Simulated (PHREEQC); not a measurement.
Synthetic water in mg/L, 20 °C, pH 7.76, pe 8.9:

```json
[
 {"constituent": "Na", "mg/L": "21"},
 {"constituent": "K", "mg/L": "0.62"},
 {"constituent": "Ca", "mg/L": "11.8"},
 {"constituent": "Mg", "mg/L": "2.68"},
 {"constituent": "Cl", "mg/L": "10.6"},
 {"constituent": "S(6) as SO4", "mg/L": "21.9"},
 {"constituent": "Alkalinity as HCO3", "mg/L": "59.3"},
 {"constituent": "Sr", "mg/L": "0.179"},
 {"constituent": "N(5) as NO3", "mg/L": "0.0996"},
 {"constituent": "O(0) (dissolved oxygen)", "mg/L": "0.00944"}
]
```

Cl is adjusted to close the charge balance.
Valence states are taken as typed.

All values are PHREEQC results (ion-association model, wateq4f.dat), not measurements.

The ionic strength comes out as 0.00232 mol/kgw. What activity coefficients do HCO3-, SO4-2, Na+, CaHCO3+, Sr+2 get?

HCO3- 0.95, SO4-2 0.81, Na+ 0.95, CaHCO3+ 0.95, Sr+2 0.81.

This is a speciation only: nothing precipitates in the calculation. Species that the database lacks are ignored.
